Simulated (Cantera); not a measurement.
A closed system holds: 1 mol Si3H8, 0.0056 mol Cl2, 3.9 mol N2, held at 1523 K and 1.00 bar.

Method: chemical equilibrium by Gibbs-energy minimisation in Cantera with the NASA 1993 tables (ideal gas, pure condensed phases). Candidate condensed phases: NH4Cl, Si, Si3N4; 28 gas species. The feed counts by its element totals alone. The numbers say what is thermodynamically allowed, not how fast it happens.

Base state: H2 0.676, N2 0.322, HCl 0.00190, H 1.90e-5, NH3 1.82e-5 (mole fractions); condensed: Si3N4(s).

### Question
What changes in the equilibrium state with this change: Si3H8 replaced by SiH4?

### Answer
```json
[
 {"species": "N2", "before": "0.322", "after": "0.617"},
 {"species": "H2", "before": "0.676", "after": "0.381"},
 {"species": "HCl", "before": "0.00190", "after": "0.00214"},
 {"species": "NH3", "before": "1.82e-5", "after": "1.07e-5"},
 {"species": "H", "before": "1.90e-5", "after": "1.43e-5"},
 {"species": "Si3N4(s), mol", "before": "1.00", "after": "0.333"}
]
```
